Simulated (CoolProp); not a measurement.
Computed with CoolProp (reference Helmholtz-energy equation of state, Akasaka 2022).

### Question
For R1233zd(E), give the phase and the speed of sound (m/s) at 429.4 K and 0.219 MPa; 429.4 K and 5.37 MPa.

### Answer
- 429.4 K and 0.219 MPa: gas; speed of sound 168
- 429.4 K and 5.37 MPa: liquid; speed of sound 251
